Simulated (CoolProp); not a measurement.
Vapour-liquid equilibrium of hydrogen sulfide (1) + n-hexane (2) at 321.2 K; x and y are mole fractions of (1).

Model: multi-fluid Helmholtz-energy mixture model, Lemmon 2006 and Thol 2019; pair parameters Kunz 2012, in CoolProp.

```json
[
 {"x": "0.05", "bubble pressure, mixture model (bar)": "2.381", "bubble pressure, Raoult's law (bar)": "2.183", "y, mixture model": "0.786", "y, Raoult's law": "0.781"},
 {"x": "0.2", "bubble pressure, mixture model (bar)": "8.412", "bubble pressure, Raoult's law (bar)": "7.221", "y, mixture model": "0.939", "y, Raoult's law": "0.944"},
 {"x": "0.35", "bubble pressure, mixture model (bar)": "13.54", "bubble pressure, Raoult's law (bar)": "12.26", "y, mixture model": "0.962", "y, Raoult's law": "0.973"},
 {"x": "0.5", "bubble pressure, mixture model (bar)": "17.78", "bubble pressure, Raoult's law (bar)": "17.30", "y, mixture model": "0.972", "y, Raoult's law": "0.985"},
 {"x": "0.65", "bubble pressure, mixture model (bar)": "21.90", "bubble pressure, Raoult's law (bar)": "22.34", "y, mixture model": "0.980", "y, Raoult's law": "0.992"},
 {"x": "0.8", "bubble pressure, mixture model (bar)": "26.50", "bubble pressure, Raoult's law (bar)": "27.37", "y, mixture model": "0.987", "y, Raoult's law": "0.996"},
 {"x": "0.95", "bubble pressure, mixture model (bar)": "31.94", "bubble pressure, Raoult's law (bar)": "32.41", "y, mixture model": "0.996", "y, Raoult's law": "0.999"}
]
```

The largest gap from Raoult's law is +16.5 % in bubble pressure, at x = 0.2. No azeotrope shows between x = 0.05 and 0.95.

The pair parameters rest on a limited set of measurements; away from them the model extrapolates. The gap from Raoult's law changes sign with composition, which may be real or a fault of the pair parameters; it wasn't checked against measurements.
